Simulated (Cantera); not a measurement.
Feed: 1 mol SiH4, 1.4 mol C2H2, 840 mol H2, at 1225 K and 3200 Pa.

These are equilibrium values from Cantera (NASA tables, ideal gas, pure condensed phases), not measurements of a reactor. Candidate condensed phases: C, C6H6, C7H8, C8H18, Si, SiC; 87 gas species. Rates play no part.

Base state: H2 1.000, CH4 0.000420 (mole fractions); condensed: C(graphite) + SiC(s).

Question: What changes in the equilibrium state with this change: SiH4 replaced by SiCl4?

Answer: 
| species | before | after |
|---|---|---|
| H2 | 1.000 | 0.995 |
| HCl | 0 | 0.00474 |
| CH4 | 0.000420 | 0.000416 |
| C(graphite), mol | 1.45 | 1.45 |
| SiC(s), mol | 1.00 | 1.000 |
